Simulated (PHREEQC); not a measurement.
**Sulfide liquor: an equilibrium model**

A solution holds 0.0015 mol Na2S and 0.000105 mol NaCl per kg of water, at 20 °C. Closed to the air; pH follows from the charge balance.

Equilibrium calculation in PHREEQC: ion-association model, phreeqc.dat.

Precipitation was switched off in this run.

Problem. What pH, ionic strength does the model give?

Solution. pH 11.30; ionic strength 0.00314 mol/kgw.

Species that the database lacks are ignored.
